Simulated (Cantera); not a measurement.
## Reactions in the system C-H-Ni-S

Standard-state values (1 bar) from the NASA 1993 polynomials, evaluated with Cantera. Values are per mole of reaction as written; species without (g) are pure solids or liquids, kept so even where they would boil at 1 bar.

C3H8(g) + 6 NiS = 3 CS2(g) + 6 Ni + 8 H(g)

```json
[
 {"T (K)": "300", "ΔH° (kJ)": "2726.9", "ΔS° (J/K)": "1223.3", "ΔG° (kJ)": "2359.9", "log10 K": "-410.89", "condensed phases": "NiS(s), Ni(s)"},
 {"T (K)": "1723", "ΔH° (kJ)": "2489.6", "ΔS° (J/K)": "1058.1", "ΔG° (kJ)": "666.5", "log10 K": "-20.21", "condensed phases": "NiS(l), Ni(s)"},
 {"T (K)": "1773", "ΔH° (kJ)": "2588.1", "ΔS° (J/K)": "1115.1", "ΔG° (kJ)": "611.0", "log10 K": "-18.00", "condensed phases": "NiS(l), Ni(l)"},
 {"T (K)": "1823", "ΔH° (kJ)": "2583.6", "ΔS° (J/K)": "1112.6", "ΔG° (kJ)": "555.3", "log10 K": "-15.91", "condensed phases": "NiS(l), Ni(l)"},
 {"T (K)": "1873", "ΔH° (kJ)": "2579.0", "ΔS° (J/K)": "1110.1", "ΔG° (kJ)": "499.7", "log10 K": "-13.94", "condensed phases": "NiS(l), Ni(l)"},
 {"T (K)": "1923", "ΔH° (kJ)": "2574.3", "ΔS° (J/K)": "1107.7", "ΔG° (kJ)": "444.3", "log10 K": "-12.07", "condensed phases": "NiS(l), Ni(l)"},
 {"T (K)": "1973", "ΔH° (kJ)": "2569.7", "ΔS° (J/K)": "1105.3", "ΔG° (kJ)": "388.9", "log10 K": "-10.30", "condensed phases": "NiS(l), Ni(l)"},
 {"T (K)": "2023", "ΔH° (kJ)": "2564.9", "ΔS° (J/K)": "1102.9", "ΔG° (kJ)": "333.7", "log10 K": "-8.62", "condensed phases": "NiS(l), Ni(l)"},
 {"T (K)": "2073", "ΔH° (kJ)": "2560.1", "ΔS° (J/K)": "1100.5", "ΔG° (kJ)": "278.7", "log10 K": "-7.02", "condensed phases": "NiS(l), Ni(l)"}
]
```
